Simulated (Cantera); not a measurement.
An isothermal, constant-pressure homogeneous reactor starts with CH₄ : H₂ = 1 : 1.3 (molar parts), at 1725 K and 1.01 bar. Integrator tolerance rtol = 1e-08.

Cantera simulation using GRI-Mech 3.0 (53 species, 325 reactions); the numbers are that mechanism's predictions, not measurements. GRI-Mech 3.0 stops at C3 and has no aromatics, soot or wall deposition, so with more carbon than oxygen in the feed, carbon stays in small species such as C2H2 where larger ones or solid carbon would form.

What does this change do: pressure from 1.01 bar to 0.0267 bar?


```csv
quantity,before,after
x(CH₄) at 5.00 s,0.0292 (gas-phase equilibrium 0.0292),0.00185 (gas-phase equilibrium 0.000834)
x(H₂) at 5.00 s,0.829 (gas-phase equilibrium 0.829),0.846 (gas-phase equilibrium 0.847)
x(C₂H₆) at 5.00 s,7.54e-6 (gas-phase equilibrium 7.54e-6),2.02e-8 (gas-phase equilibrium 6.00e-9)
x(C₂H) at 5.00 s,1.76e-7 (gas-phase equilibrium 1.76e-7),1.17e-6 (gas-phase equilibrium 1.18e-6)
x(CH₃) at 5.00 s,0.000121 (gas-phase equilibrium 0.000121),4.64e-5 (gas-phase equilibrium 2.10e-5)
x(CH₂) at 5.00 s,2.60e-8 (gas-phase equilibrium 2.60e-8),6.00e-8 (gas-phase equilibrium 2.76e-8)
```
Radical loss at walls, strong at low pressure, is not modelled.

What does this change do: temperature 1725 to 1098 K?


```csv
quantity,before,after
x(CH₄) at 5.00 s,0.0292 (gas-phase equilibrium 0.0292),0.435 (gas-phase equilibrium 0.434)
x(H₂) at 5.00 s,0.829 (gas-phase equilibrium 0.829),0.565 (gas-phase equilibrium 0.566)
x(C₂H₆) at 5.00 s,7.54e-6 (gas-phase equilibrium 7.54e-6),5.71e-6 (gas-phase equilibrium 0.000129)
x(C₂H) at 5.00 s,1.76e-7 (gas-phase equilibrium 1.76e-7),<1e-12 (gas-phase equilibrium <1e-12)
x(CH₃) at 5.00 s,0.000121 (gas-phase equilibrium 0.000121),1.39e-7 (gas-phase equilibrium 2.60e-7)
x(CH₂) at 5.00 s,2.60e-8 (gas-phase equilibrium 2.60e-8),<1e-12 (gas-phase equilibrium <1e-12)
```
